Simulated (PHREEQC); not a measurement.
Consider water at 20 °C with 0.0014 mol CdCl2, 0.0023 mol KCl and 0.032 mol NiCl2 per kg of water. Closed to the air; pH follows from the charge balance.

Model: ion-association model, wateq4f.dat, run in PHREEQC.

The ionic strength comes out as 0.0959 mol/kgw. What activity coefficients do Ni+2, K+, NiCl+, Cl-, Cd+2 get?

Ni+2 0.38, K+ 0.77, NiCl+ 0.79, Cl- 0.77, Cd+2 0.38.

No solid was allowed to form.
